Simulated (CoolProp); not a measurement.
Aqueous sodium chloride as a coolant, at -7 °C, 1 atm.

Values from CoolProp's Melinder's fits for secondary coolants.

```json
[
 {"mass %": "12.2", "freezing point (°C)": "-8.3", "density (kg/m³)": "1096", "cp (kJ/(kg K))": "3.592", "viscosity (mPa s)": "2.74", "Prandtl number": "18.1"},
 {"mass %": "14.1", "freezing point (°C)": "-10.0", "density (kg/m³)": "1111", "cp (kJ/(kg K))": "(withheld)", "viscosity (mPa s)": "2.88", "Prandtl number": "(withheld)"},
 {"mass %": "15.9", "freezing point (°C)": "(withheld)", "density (kg/m³)": "1126", "cp (kJ/(kg K))": "3.477", "viscosity (mPa s)": "3.02", "Prandtl number": "19.4"},
 {"mass %": "17.7", "freezing point (°C)": "-13.7", "density (kg/m³)": "(withheld)", "cp (kJ/(kg K))": "3.428", "viscosity (mPa s)": "3.19", "Prandtl number": "20.3"},
 {"mass %": "19.6", "freezing point (°C)": "(withheld)", "density (kg/m³)": "(withheld)", "cp (kJ/(kg K))": "3.380", "viscosity (mPa s)": "3.39", "Prandtl number": "21.3"},
 {"mass %": "21.4", "freezing point (°C)": "-18.3", "density (kg/m³)": "1171", "cp (kJ/(kg K))": "3.337", "viscosity (mPa s)": "3.60", "Prandtl number": "22.4"}
]
```

Complete the blanks.


- 14.1, cp (kJ/(kg K)): 3.530
- 14.1, Prandtl number: 18.7
- 15.9, freezing point (°C): -11.8
- 17.7, density (kg/m³): 1141
- 19.6, freezing point (°C): -16.0
- 19.6, density (kg/m³): 1156
